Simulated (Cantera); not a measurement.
A Cantera script and what it prints.

```python
import numpy as np
import cantera as ct

gas_names = """
    CL CL2 H HCL H2 Si SiCL SiCL2 SiCL3 SiCL4 SiH SiHCL3 SiH2 SiH2CL2 SiH3 SiH3CL SiH4 Si2 Si3
""".split()
cond_names = """
    Si(cr) Si(L)
""".split()


# ... load() reads the species with a 1 bar reference pressure and builds the phases ...
atoms = {
    'SiCl4': {'Si': 1, 'CL': 4},
    'Cl2': {'CL': 2},
    'H2': {'H': 2},
}
top_T = {}  # K; cautious upper limits of use, not melting points


# ... equilibrate(T, P, feed) seeds the gas with the atoms and calls Mixture.equilibrate('TP', solver="vcs", rtol=1e-11, max_steps=5000) ...
results = []
feed = {'SiCl4': 1, 'Cl2': 1, 'H2': 0.96}  # mol
T = 1573.15  # K
P = 101325  # Pa
mix = equilibrate(T, P, feed)
results.append((T, P, feed, dict(zip(mix.species_names, mix.species_moles))))
x = sorted(zip(gas.X, gas.species_names), reverse=True)
print(f"T = {T:g} K  P = {P:g} Pa  gas = {mix.phase_moles(0):.4g} mol")
print("   x: " + "  ".join(f"{s} {v:.3e}" for v, s in x if v > 0.001))
print("   condensed (mol): " + ("  ".join(f"{mix.phase(i).name} {mix.phase_moles(i):.4g}"
      for i in range(1, mix.n_phases) if mix.phase_moles(i) > 1e-12) or "none"))
```

Output:

```
T = 1573.15 K  P = 101325 Pa  gas = 2.974 mol
   x: HCL 6.457e-01  SiCL4 3.360e-01  CL2 9.159e-03  CL 8.886e-03
   condensed (mol): none
```

Cantera equilibrium calculation (NASA polynomials, part measured and part estimated; ideal gas, pure solids and liquids). The tables' values for SiCl3 are old estimates; treat these amounts as uncertain.
